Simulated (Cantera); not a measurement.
Charge: 1 mol SiO2, 1.3 mol F2, at 113 Torr.

These are equilibrium values from Cantera (NASA tables, ideal gas, pure condensed phases), not measurements of a reactor. Candidate condensed phases: Si, SiO2; 17 gas species. The tables hold silica as quartz up to 1696 K and as liquid above; real silica turns to tridymite and cristobalite and melts near 1996 K. Kinetics and transport are ignored.

Question: Which condensed phases are stable at each of these points (T (K)): 873, 973, 1073, 1173, 1273, 1373, 1473, 1573, 1673, 1773?

Answer: 
| T (K) | condensed phases | Si condensed (%) |
|---|---|---|
| 873 | SiO2(β-quartz) | 35.0 |
| 973 | SiO2(β-quartz) | 35.0 |
| 1073 | SiO2(β-quartz) | 35.0 |
| 1173 | SiO2(β-quartz) | 35.0 |
| 1273 | SiO2(β-quartz) | 35.0 |
| 1373 | SiO2(β-quartz) | 35.0 |
| 1473 | SiO2(β-quartz) | 35.0 |
| 1573 | SiO2(β-quartz) | 35.0 |
| 1673 | SiO2(β-quartz) | 35.0 |
| 1773 | SiO2(condensed) | 35.0 |

From 873 K to 1673 K the condensed part is SiO2(β-quartz). At 1773 K the condensed part is SiO2(condensed).
